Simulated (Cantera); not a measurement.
Cantera run:

```python
import numpy as np
import cantera as ct

gas_names = """
    B BCL BCL2 BCL3 BH BH2 BH3 BN B2 CL CL2 H HCL H2 N NH NH2 NH3 N2 N2H2 N2H4
""".split()
cond_names = """
    B(b) B(L) BN(s) NH4CL(a) NH4CL(b)
""".split()


# ... load() reads the species with a 1 bar reference pressure and builds the phases ...
atoms = {
    'BCl3': {'B': 1, 'CL': 3},
    'NH3': {'N': 1, 'H': 3},
    'N2': {'N': 2},
}
top_T = {'BN(s)': 3200}  # K; cautious upper limits of use, not melting points


# ... equilibrate(T, P, feed) seeds the gas with the atoms and calls Mixture.equilibrate('TP', solver="vcs", rtol=1e-11, max_steps=5000) ...
results = []
feed = {'BCl3': 1, 'NH3': 6.2, 'N2': 9}  # mol
T = 1375  # K
P = 16000  # Pa
mix = equilibrate(T, P, feed)
results.append((T, P, feed, dict(zip(mix.species_names, mix.species_moles))))
x = sorted(zip(gas.X, gas.species_names), reverse=True)
print(f"T = {T:g} K  P = {P:g} Pa  gas = {mix.phase_moles(0):.4g} mol")
print("   x: " + "  ".join(f"{s} {v:.3e}" for v, s in x if v > 0.001))
print("   condensed (mol): " + ("  ".join(f"{mix.phase(i).name} {mix.phase_moles(i):.4g}"
      for i in range(1, mix.n_phases) if mix.phase_moles(i) > 1e-12) or "none"))
```

It prints:

```
T = 1375 K  P = 16000 Pa  gas = 22.4 mol
   x: N2 5.179e-01  H2 3.482e-01  HCL 1.339e-01
   condensed (mol): BN(s) 1
```

Cantera equilibrium calculation (NASA polynomials, part measured and part estimated; ideal gas, pure solids and liquids).
